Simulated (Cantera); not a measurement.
Feed: 1 mol Ta(OEt)5, 1.8 mol O2, equilibrated at 2477 °C and 0.0158 Torr.

These are equilibrium values from Cantera (NASA tables, ideal gas, pure condensed phases), not measurements of a reactor. Candidate condensed phases: C, C6H6, C7H8, C8H18, H2O, Ta, TaC, Ta2O5; 113 gas species. The feed counts by its element totals alone. TaC: taken at fixed stoichiometry. Condensed phases not in the tables: Ta2C. Rates play no part.

### Question
What is the equilibrium state?

### Answer
- x(H) = 0.733
- x(CO) = 0.254
- x(C) = 0.0108
- x(H2) = 0.00241
- x(C2) = 0.000278
- x(C3) = 0.000172
- x(Ta) = 5.44e-5
- x(C2H) = 8.56e-6
- x(CH) = 1.70e-6
- n(TaC(s)) = 0.998 mol
- gas amount = 33.90 mol
- log10 activity of C(graphite) (absent) = -1.22
- log10 activity of Ta(s) (absent) = -1.45
- log10 activity of Ta2O5(l) (absent) = -37.97
